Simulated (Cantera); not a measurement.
An adiabatic, constant-pressure homogeneous reactor starts with CH4 : O2 : N2 : CO2 = 1 : 1.18 : 4.42 : 0.62 (molar parts), equivalence ratio 1.7, at 1300 K and 1.30 bar.

Detailed kinetics in Cantera: GRI-Mech 3.0 (53 species, 325 reactions).

Problem. Predict: time of steepest temperature rise; temperature at 3.00 s; equilibrium temperature; x(O2) at 3.00 s; x(CO2) at 3.00 s; x(N2O) at 3.00 s; x(H2) at 3.00 s; x(NO2) at 3.00 s.

Solution. 
```
Quantity                                                             Value
---------------------------------  ---------------------------------------
time of steepest temperature rise                                  14.9 ms
temperature at 3.00 s                                               2389 K
equilibrium temperature                                             2389 K
x(O2) at 3.00 s                    6.69e-5 (gas-phase equilibrium 6.69e-5)
x(CO2) at 3.00 s                     0.0638 (gas-phase equilibrium 0.0638)
x(N2O) at 3.00 s                   1.48e-8 (gas-phase equilibrium 1.48e-8)
x(H2) at 3.00 s                      0.0658 (gas-phase equilibrium 0.0658)
x(NO2) at 3.00 s                   5.72e-9 (gas-phase equilibrium 5.72e-9)
```
